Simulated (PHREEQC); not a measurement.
A made-up water analysis in mg/L, 25 °C, pH 1.85, pe 11.7:

| constituent | mg/L |
|---|---|
| Na | 843 |
| K | 15.6 |
| Ca | 301 |
| Mg | 266 |
| Cl | 738 |
| S(6) as SO4 | 4140 |
| Si as SiO2 | 0.833 |
| Fe(3) | 74.5 |
| Al | 23 |

Valence states are taken as typed.

Equilibrium calculation in PHREEQC: ion-association model, phreeqc.dat.

No solid was allowed to form.

Task: What ionic strength does the model give?

Result: ionic strength 0.109 mol/kgw.

Task: In which forms is Na present?

Result: Na+ 97 %, NaSO4- 3.5 % of the Na.

Saturation is exceeded, for instance for Hematite (slow to form), Goethite (slow to form); the values hold only as long as no solid forms. Species that the database lacks are ignored.
